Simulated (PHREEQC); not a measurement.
Synthetic water in mmol/kgw, 25 °C, pH 6.27, pe 10.5: Na 6.07; K 0.00555; Ca 1.33; Mg 0.14; Cl 3.06; S(6) 2.54; Alkalinity (meq/kgw) 0.678; Cd 0.007.

Valence states are taken as typed.

Equilibrium calculation in PHREEQC: ion-association model, wateq4f.dat.

| quantity | before | after |
|---|---|---|
| ionic strength (mol/kgw) | 0.0119 | 0.0150 |
| CO2 (mol/kgw) | 0.000724 | 0.000717 |
| Cd+2 (mol/kgw) | 4.73e-6 | 3.85e-6 |
| CdSO4 (mol/kgw) | 1.28e-6 | 9.53e-7 |
| CdCl+ (mol/kgw) | 8.84e-7 | 2.06e-6 |
| HSO4- (mol/kgw) | 8.52e-8 | 8.30e-8 |
| SI of Otavite (CdCO3) | -0.70 | -0.81 |
| SI of Gypsum (CaSO4:2H2O) | -1.39 | -1.42 |

Question: What was changed between the two runs?
A. Cl from 3.06 to 9.18 mmol/kgw
B. pH from 6.27 to 6.77 at the same alkalinity
C. Cl from 3.06 to 1.53 mmol/kgw

Answer: A, Cl from 3.06 to 9.18 mmol/kgw

No solid was allowed to form.
